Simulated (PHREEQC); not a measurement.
Consider water at 25 °C with 0.29 mol/kgw Cu(NO3)2, 0.00031 mol/kgw HCl and 4.4e-05 mol/kgw H3BO3. Closed to the air; pH follows from the charge balance.

The numbers come from PHREEQC with the ion-association model, wateq4f.dat.

```
Property                  Result
-----------------  -------------
pH                          3.61
ionic strength     0.870 mol/kgw
activity of water          0.985
total alkalinity   -0.310 meq/kg
```

```
species  molality  activity   log γ
-------  --------  --------  ------
NO3-        0.580     0.328  -0.248
Cu+2        0.290    0.0619  -0.670
H+       0.000329  0.000246  -0.127
Cl-      0.000266  0.000161  -0.217
CuCl+     4.41e-5   2.69e-5  -0.214
H3BO3     4.40e-5   5.38e-5   0.087
```

Precipitation was switched off in this run. The ionic strength is past about 0.7 mol/kgw, beyond the range of this activity model, so the values are rough. Complexes and solids missing from the database can't appear.
